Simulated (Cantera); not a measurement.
Feed: 1 mol SiF₄, 0.1 mol O₂, a varied amount of H₂, 0.11 mol O₃, equilibrated at 1148 K and 323 Torr.

Method: chemical equilibrium by Gibbs-energy minimisation in Cantera with the NASA 1993 tables (ideal gas, pure condensed phases). Candidate condensed phases: H₂O, Si, SiO₂; 38 gas species. The tables hold silica as quartz up to 1696 K and as liquid above; real silica turns to tridymite and cristobalite and melts near 1996 K. Rates play no part.

Task: At 1.7 mol H₂, list the 4 most abundant gas species with their mole fractions, and the condensed phases.

Result: H₂ 0.407, SiF₄ 0.288, HF 0.240, H₂O 0.0647. Condensed: SiO₂(β-quartz).
